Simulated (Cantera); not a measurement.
Input: 1 mol Si3N4, 0.48 mol N2, at 0.00390 bar.

These are equilibrium values from Cantera (NASA tables, ideal gas, pure condensed phases), not measurements of a reactor. Candidate condensed phases: Si, Si3N4; 7 gas species. Rates play no part.

### Question
What share of the Si ends up in condensed phases as a function of T (°C), at 1402, 1502, 1602, 1702, 1802, 1902, 2002, 2102, 2202, 2302?

### Answer
```json
[
 {"T (°C)": "1402", "Si condensed (%)": "100.0", "as": "Si3N4(s)"},
 {"T (°C)": "1502", "Si condensed (%)": "99.9", "as": "Si(l)"},
 {"T (°C)": "1602", "Si condensed (%)": "99.8", "as": "Si(l)"},
 {"T (°C)": "1702", "Si condensed (%)": "99.2", "as": "Si(l)"},
 {"T (°C)": "1802", "Si condensed (%)": "97.6", "as": "Si(l)"},
 {"T (°C)": "1902", "Si condensed (%)": "92.9", "as": "Si(l)"},
 {"T (°C)": "2002", "Si condensed (%)": "78.9", "as": "Si(l)"},
 {"T (°C)": "2102", "Si condensed (%)": "24.2", "as": "Si(l)"},
 {"T (°C)": "2202", "Si condensed (%)": "0.0", "as": "-"},
 {"T (°C)": "2302", "Si condensed (%)": "0.0", "as": "-"}
]
```
